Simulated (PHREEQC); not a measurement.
A solution holds 3.5 mmol/kgw H2SO4, 0.039 mmol/kgw CuSO4 and 2.4 mmol/kgw MgCl2, at 25 °C and 300 atm. Closed to the air; pH follows from the charge balance.

All values are PHREEQC results (ion-association model, phreeqc.dat), not measurements.

**Question.** The ionic strength comes out as 0.0149 mol/kgw. What activity coefficients do H+, HSO4-, Mg+2, Cu+2, Cl- get?

**Answer.** H+ 0.90, HSO4- 0.89, Mg+2 0.63, Cu+2 0.63, Cl- 0.89.

No solid was allowed to form. Species that the database lacks are ignored. Under pressure, the constants of complexes without a molar volume in the database are unreliable.
